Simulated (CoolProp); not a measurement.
Vapour-liquid equilibrium of n-octane (1) + m-xylene (2) at 450.8 K; x and y are mole fractions of (1).

Computed with CoolProp (multi-fluid Helmholtz-energy mixture model, Beckmüller 2019 and Zhou 2012; pair parameters Bell 2016).

```csv
x,bubble pressure (bar),y at the bubble point,dew pressure at overall composition x (bar),liquid density (mol/L)
0.05,2.638,0.070,2.621,6.620
0.125,2.726,0.167,2.688,6.452
0.2,2.810,0.257,2.756,6.290
0.275,2.891,0.342,2.827,6.134
0.35,2.969,0.422,2.899,5.984
0.425,3.043,0.497,2.972,5.839
0.5,3.116,0.569,3.046,5.699
0.575,3.185,0.639,3.121,5.564
0.65,3.253,0.706,3.197,5.433
0.725,3.318,0.771,3.272,5.307
0.8,3.382,0.835,3.347,5.185
0.875,3.443,0.897,3.421,5.068
0.95,3.503,0.959,3.494,4.954
```

No azeotrope shows between x = 0.05 and 0.95.

The pair parameters rest on a limited set of measurements; away from them the model extrapolates.
